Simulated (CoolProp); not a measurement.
Vapour-liquid equilibrium of carbon dioxide (1) + CH2F2 (R32) (2) at 6.99 bar; x and y are mole fractions of (1).

Values from CoolProp's multi-fluid Helmholtz-energy mixture model, Span 1996 and Tillner-Roth 1997; pair parameters Bell 2016.

```csv
x,bubble temperature (K),y at the bubble point,dew temperature at overall composition x (K),liquid density (mol/L)
0.05,263.9,0.168,267.2,20.94
0.15,255.9,(withheld),264.4,21.60
0.25,249.3,0.592,261.5,22.20
0.35,243.9,0.708,258.4,22.75
0.45,(withheld),0.790,(withheld),23.28
0.55,235.6,0.850,251.1,23.80
0.65,232.4,(withheld),246.7,24.31
0.75,229.6,(withheld),241.7,24.82
0.85,227.1,(withheld),235.7,(withheld)
0.95,224.8,0.988,228.1,25.90
```

### Question
Complete the blanks.

### Answer

- 0.15, y at the bubble point: 0.422
- 0.45, bubble temperature (K): 239.4
- 0.45, dew temperature at overall composition x (K): 254.9
- 0.65, y at the bubble point: 0.896
- 0.75, y at the bubble point: 0.932
- 0.85, y at the bubble point: 0.962
- 0.85, liquid density (mol/L): 25.35

No azeotrope shows between x = 0.05 and 0.95.

The pair parameters rest on a limited set of measurements; away from them the model extrapolates. The gap from Raoult's law changes sign with composition, which may be real or a fault of the pair parameters; it wasn't checked against measurements.
